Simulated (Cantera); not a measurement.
A perfectly stirred reactor is fed with H2 : O2 : N2 = 1 : 0.312 : 1.17 (molar parts), at 3750 Torr; it is adiabatic with a 423 K inlet, and is followed from long to short residence time, starting on the burning branch (τ in s: 0.09, 0.03, 0.01, 0.0034, 0.0011, 0.00037, 0.00012, 4.2e-05, 1.4e-05, 4.6e-06).

Detailed kinetics in Cantera: GRI-Mech 3.0 (53 species, 325 reactions). The hydrogen kinetics of GRI-Mech 3.0 are dated; newer H2 mechanisms differ, most at raised pressure.

Task: What does this change do: inlet temperature 423 to 350 K?

Result: 
```csv
quantity,before,after
"blow-out, bracketed by the residence times tried","burning at 4.60 µs, the shortest tried","burning at 4.60 µs, the shortest tried"
x(H2) at τ = 90.0 ms,0.172,0.173
x(O2) at τ = 90.0 ms,1.08e-5,1.20e-5
x(NO) at τ = 90.0 ms,4.44e-5,2.74e-5
x(OH) at τ = 90.0 ms,0.000563,0.000410
x(HO2) at τ = 90.0 ms,9.07e-9,8.00e-9
x(H2) at τ = 0.370 ms,0.169,0.169
x(O2) at τ = 0.370 ms,0.000463,0.000482
x(NO) at τ = 0.370 ms,2.63e-5,2.03e-5
x(OH) at τ = 0.370 ms,0.00284,0.00254
x(HO2) at τ = 0.370 ms,9.70e-7,1.09e-6
```

Task: What does this change do: 0.098 parts H2O added?

Result: 
| quantity | before | after |
|---|---|---|
| blow-out, bracketed by the residence times tried | burning at 4.60 µs, the shortest tried | burning at 4.60 µs, the shortest tried |
| x(H2) at τ = 90.0 ms | 0.172 | 0.165 |
| x(O2) at τ = 90.0 ms | 1.08e-5 | 1.34e-5 |
| x(NO) at τ = 90.0 ms | 4.44e-5 | 2.34e-5 |
| x(OH) at τ = 90.0 ms | 0.000563 | 0.000389 |
| x(HO2) at τ = 90.0 ms | 9.07e-9 | 8.53e-9 |
| x(H2) at τ = 0.370 ms | 0.169 | 0.162 |
| x(O2) at τ = 0.370 ms | 0.000463 | 0.000523 |
| x(NO) at τ = 0.370 ms | 2.63e-5 | 1.66e-5 |
| x(OH) at τ = 0.370 ms | 0.00284 | 0.00255 |
| x(HO2) at τ = 0.370 ms | 9.70e-7 | 1.26e-6 |
